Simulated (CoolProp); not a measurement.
Methanol along the isotherm 312.7 K: Z from the reference equation and from simpler models built on Tc = 513.4 K, pc = 8.216 MPa, ω = 0.565; each cubic takes its own stable root.

Model: reference Helmholtz-energy equation of state, de Reuck 1993, in CoolProp.

```json
[
 {"p (MPa)": "5.13", "phase": "liquid", "reference": "0.08128", "van der Waals": "0.1651", "Redlich-Kwong": "0.1129", "Soave-Redlich-Kwong": "0.1058", "Peng-Robinson": "0.09396"},
 {"p (MPa)": "10.3", "phase": "liquid", "reference": "0.1621", "van der Waals": "0.3271", "Redlich-Kwong": "0.2251", "Soave-Redlich-Kwong": "0.2116", "Peng-Robinson": "0.1881"},
 {"p (MPa)": "15.4", "phase": "liquid", "reference": "0.2410", "van der Waals": "0.4835", "Redlich-Kwong": "0.3343", "Soave-Redlich-Kwong": "0.3153", "Peng-Robinson": "0.2805"},
 {"p (MPa)": "20.5", "phase": "liquid", "reference": "0.3189", "van der Waals": "0.6373", "Redlich-Kwong": "0.4423", "Soave-Redlich-Kwong": "0.4184", "Peng-Robinson": "0.3724"},
 {"p (MPa)": "25.7", "phase": "liquid", "reference": "0.3976", "van der Waals": "0.7918", "Redlich-Kwong": "0.5512", "Soave-Redlich-Kwong": "0.5230", "Peng-Robinson": "0.4656"},
 {"p (MPa)": "30.8", "phase": "liquid", "reference": "0.4741", "van der Waals": "0.9415", "Redlich-Kwong": "0.6571", "Soave-Redlich-Kwong": "0.6250", "Peng-Robinson": "0.5567"},
 {"p (MPa)": "35.9", "phase": "liquid", "reference": "0.5499", "van der Waals": "1.090", "Redlich-Kwong": "0.7620", "Soave-Redlich-Kwong": "0.7264", "Peng-Robinson": "0.6473"},
 {"p (MPa)": "41.1", "phase": "liquid", "reference": "0.6266", "van der Waals": "1.239", "Redlich-Kwong": "0.8682", "Soave-Redlich-Kwong": "0.8294", "Peng-Robinson": "0.7394"},
 {"p (MPa)": "46.2", "phase": "liquid", "reference": "0.7011", "van der Waals": "1.385", "Redlich-Kwong": "0.9716", "Soave-Redlich-Kwong": "0.9300", "Peng-Robinson": "0.8293"},
 {"p (MPa)": "51.3", "phase": "liquid", "reference": "0.7752", "van der Waals": "1.529", "Redlich-Kwong": "1.074", "Soave-Redlich-Kwong": "1.030", "Peng-Robinson": "0.9190"},
 {"p (MPa)": "56.5", "phase": "liquid", "reference": "0.8501", "van der Waals": "1.675", "Redlich-Kwong": "1.178", "Soave-Redlich-Kwong": "1.132", "Peng-Robinson": "1.010"},
 {"p (MPa)": "61.6", "phase": "liquid", "reference": "0.9231", "van der Waals": "1.818", "Redlich-Kwong": "1.280", "Soave-Redlich-Kwong": "1.231", "Peng-Robinson": "1.099"},
 {"p (MPa)": "66.8", "phase": "liquid", "reference": "0.9970", "van der Waals": "1.963", "Redlich-Kwong": "1.383", "Soave-Redlich-Kwong": "1.332", "Peng-Robinson": "1.190"},
 {"p (MPa)": "71.9", "phase": "liquid", "reference": "1.069", "van der Waals": "2.104", "Redlich-Kwong": "1.483", "Soave-Redlich-Kwong": "1.431", "Peng-Robinson": "1.278"},
 {"p (MPa)": "77", "phase": "liquid", "reference": "1.141", "van der Waals": "2.244", "Redlich-Kwong": "1.583", "Soave-Redlich-Kwong": "1.529", "Peng-Robinson": "1.366"},
 {"p (MPa)": "82.2", "phase": "liquid", "reference": "1.213", "van der Waals": "2.387", "Redlich-Kwong": "1.685", "Soave-Redlich-Kwong": "1.629", "Peng-Robinson": "1.456"}
]
```
